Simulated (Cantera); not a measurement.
Premixed flame

A freely propagating, adiabatic, planar premixed flame of H2 : O2 : N2 = 1 : 0.357 : 1.34 (molar parts), unburnt at 375 K and 0.200 bar; mixture-averaged transport, grid criteria slope 0.08 and curve 0.16, no radiation.

Detailed kinetics in Cantera: the H2/O2 subset of GRI-Mech 3.0, which has no nitrogen chemistry. Burning velocities carry a grid error of a few per cent, more on coarse grids.

```csv
z (mm),T (K),u (m/s),x H2,x O2,x H,x O,x H2O,x HO2
-9.58,375,3.49,0.371,0.132,<1e-8,<1e-8,<1e-8,<1e-8
-6.39,375,3.49,0.371,0.132,<1e-8,<1e-8,<1e-8,<1e-8
-4.79,375,3.49,0.371,0.132,<1e-8,<1e-8,<1e-8,<1e-8
-3.19,375,3.49,0.371,0.132,<1e-8,<1e-8,<1e-8,<1e-8
-1.60,379,3.52,0.370,0.133,1.20e-5,8.23e-7,6.75e-5,5.17e-5
-0.798,607,5.52,0.339,0.128,0.00711,0.000138,0.0167,7.66e-5
0,1078,9.47,0.210,0.0838,0.0617,0.00483,0.114,2.16e-5
0.798,1366,11.9,0.104,0.0205,0.101,0.00789,0.231,4.90e-6
1.60,1481,12.8,0.0919,0.0101,0.0979,0.00715,0.251,2.20e-6
3.19,1606,13.8,0.0964,0.00791,0.0844,0.00650,0.257,1.50e-6
6.39,1745,14.8,0.102,0.00623,0.0687,0.00542,0.263,1.05e-6
12.8,1887,15.8,0.107,0.00446,0.0531,0.00401,0.270,6.92e-7
25.5,2022,16.8,0.110,0.00281,0.0387,0.00258,0.279,4.34e-7
```
x: mole fraction of selected species; z is measured from the peak of heat release.

```
Quantity                    Result
------------------------  --------
laminar burning velocity  349 cm/s
thermal thickness          3.19 mm
peak x(H)                    0.102
peak x(O)                  0.00804
peak x(HO2)               0.000154
grid points                    144
```
